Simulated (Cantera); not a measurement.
A freely propagating, adiabatic, planar premixed flame of 10.7 % CH4, 0.449 % H2, 18.0 % O2, 67.7 % N2, 3.21 % H2O, equivalence ratio 1.2, unburnt at 475 K and 165 Torr; mixture-averaged transport, grid criteria slope 0.08 and curve 0.16, no radiation.

Computed with Cantera and GRI-Mech 3.0 (53 species, 325 reactions). Burning velocities carry a grid error of a few per cent, more on coarse grids.

Task: Predict: laminar burning velocity; thermal thickness; peak x(CO); peak x(C2H6); peak x(CH2).

Result: 
| Quantity | Result |
|---|---|
| laminar burning velocity | 101 cm/s |
| thermal thickness | 1.44 mm |
| peak x(CO) | 0.0654 |
| peak x(C2H6) | 0.00150 |
| peak x(CH2) | 7.72e-5 |
